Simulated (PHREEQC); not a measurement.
Dissolve 0.0034 mol HF, 0.002 mol H2SiF6 and 0.00017 mol H3BO3 per kg of water at 25 °C. Closed to the air; pH follows from the charge balance.

Computed with PHREEQC (ion-association model, phreeqc.dat).

```json
{
 "pH": "2.39",
 "ionic_strength": "0.00627 mol/kgw",
 "total_alkalinity": "-15.4 meq/kg"
}
```

```
species    molality  activity   log γ
---------  --------  --------  ------
H+          0.00441   0.00409  -0.033
HF          0.00326   0.00327   0.001
SiF6-2      0.00186   0.00134  -0.143
F-         0.000580  0.000533  -0.037
H4SiO4     0.000138  0.000138   0.001
BF4-        8.36e-5   7.69e-5  -0.036
H3BO3       7.30e-5   7.31e-5   0.001
BF3OH-      9.42e-6   8.66e-6  -0.036
HF2-        7.27e-6   6.68e-6  -0.036
BF2(OH)2-   3.94e-6   3.62e-6  -0.036
BF(OH)3-    1.69e-8   1.55e-8  -0.036
```

This is a speciation only: nothing precipitates in the calculation. Examples of supersaturated solids here: Quartz (slow to form). Others may be too. Complexes and solids missing from the database can't appear. SiF6-2 is the database's only silicon fluoride. Real BF4- forms and hydrolyses slowly; the run takes it at equilibrium.
